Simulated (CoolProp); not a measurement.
Values from CoolProp's reference Helmholtz-energy equation of state, Thol 2017.

**Question.** For octamethyltrisiloxane (MDM), give the phase and the Z, isothermal compressibility (1/MPa) at 575 K and 0.192 MPa.

**Answer.** 
- 575 K and 0.192 MPa: gas; Z 0.957, isothermal compressibility 5.45
